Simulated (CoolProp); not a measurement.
A simple Rankine cycle with chloromethane (R40): condensing at 298.15 K, boiler at 3.21 MPa, turbine inlet 387.6 K, turbine efficiency 0.9, pump efficiency 0.6, no recuperator. Each further row changes one setting.

The numbers come from the reference Helmholtz-energy equation of state, Thol 2014 in CoolProp.

```csv
case,thermal efficiency (%),net work (kJ/kg),heat in (kJ/kg),turbine exit temperature (K),volume ratio over the turbine
as stated,15.1,61.5,407,298.1,4.82
turbine inlet 407.6 K,15.6,68.0,436,298.1,4.54
condensing temperature 290.15 K,16.6,69.8,420,290.2,5.99
boiler pressure 2.25 MPa,12.9,55.4,430,299.0,3.25
turbine efficiency 0.8,13.3,54.1,407,298.1,4.92
```

The expansion ends wet for: as stated; turbine inlet 407.6 K; condensing temperature 290.15 K; turbine efficiency 0.8.
